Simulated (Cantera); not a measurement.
Input: 1 mol C₂H₆, 0.023 mol O₂, 12 mol H₂, held at 875 K and 3.50 bar.

These are equilibrium values from Cantera (NASA tables, ideal gas, pure condensed phases), not measurements of a reactor. Candidate condensed phases: C, C₆H₆, C₇H₈, C₈H₁₈, H₂O; 110 gas species. Kinetics and transport are ignored.

Problem. What is the equilibrium state?

Solution. 
| Item | Value |
|---|---|
| x(H₂) | 0.843 |
| x(CH₄) | 0.154 |
| x(H₂O) | 0.00350 |
| x(CO) | 4.12e-5 |
| x(C₂H₆) | 1.42e-6 |
| gas amount | 13.00 mol |
| log10 activity of C(graphite) (absent) | -0.85 |
